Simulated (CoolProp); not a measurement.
Vapour-liquid equilibrium of CH2F2 (R32) (1) + methanol (2) at 0.0782 MPa; x and y are mole fractions of (1).

Model: multi-fluid Helmholtz-energy mixture model, Tillner-Roth 1997 and de Reuck 1993; pair parameters Bell 2016, in CoolProp.

```tsv
x	bubble temperature (K)	y at the bubble point	dew temperature at overall composition x (K)	liquid density (mol/L)
0.05	254.0	0.986	329.9	25.73
0.125	233.0	0.998	328.0	26.22
0.2	225.8	0.999	325.9	26.28
0.275	222.4	0.999	323.6	26.21
0.35	220.8	0.999	321.1	26.06
0.425	220.0	0.999	318.3	25.87
0.5	219.7	0.999	315.3	25.63
0.575	219.7	0.999	311.8	25.37
0.65	219.6	0.999	307.7	25.08
0.725	219.4	0.999	302.8	24.78
0.8	219.1	0.999	296.6	24.46
0.875	218.4	1.000	287.9	24.13
0.95	217.4	1.000	272.6	23.80
```

No azeotrope shows between x = 0.05 and 0.95.

Pair parameters are fitted to limited data, so mixtures are less certain than the pure fluids. With so large a gap from Raoult's law the liquid may split in two, which this calculation doesn't test in full.
